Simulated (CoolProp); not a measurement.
A Linde-Hampson liquefier for ethane: isothermal reversible compression at 320 K from 1 atm to 5 MPa, throttling to 1 atm, return gas leaving the recuperator 5 K below the feed. Each further row changes one setting.

Values from CoolProp's reference Helmholtz-energy equation of state, Bücker 2006.

```csv
case,liquid yield per pass,compression work (kJ/kg of gas)
as stated,0.165,315
high pressure 10 MPa,0.426,338
warm-end temperature 350 K,0.101,354
warm-end gap 10 K,0.154,315
```
